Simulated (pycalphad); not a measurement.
**Effect of Si content in Al-Fe-Si**

Source of the numbers: pycalphad with the COST 507 light-alloy database (1999); pressure 1 atm. The database dates from 1999; later assessments differ in places, in temperatures and in the compounds included. Phase fractions are per mole of atoms. Diffusion is slow at the low end, where real alloys seldom reach equilibrium.

| alloy | liquidus (°C) | first solid | solidus (°C) | phases at 227 °C |
|---|---|---|---|---|
| Al-0.44Fe-0.09Si (at.%) | 657 | FCC_A1 | 648 | FCC_A1 0.98, ALFESI_ALPHA 0.01, AL13FE4 0.01 |
| Al-0.44Fe-0.35Si (at.%) | 655 | FCC_A1 | 633 | FCC_A1 0.97, ALFESI_BETA 0.02, ALFESI_ALPHA 0.01 |
| Al-0.44Fe-1.05Si (at.%) | 651 | FCC_A1 | 618 | FCC_A1 0.96, ALFESI_BETA 0.03, DIAMOND_A4 0.01 |
| Al-0.44Fe-1.4Si (at.%) | 649 | FCC_A1 | 600 | FCC_A1 0.96, ALFESI_BETA 0.03, DIAMOND_A4 0.01 |

Database names, with the compositions (at.%) that they take in these runs: AL13FE4: Al 76 Fe 24; ALFESI_ALPHA: Al 71-74 Fe 19 Si 7-10; ALFESI_BETA: Al 70 Fe 15 Si 15. FCC_A1 is fcc; DIAMOND_A4 is diamond (Si).
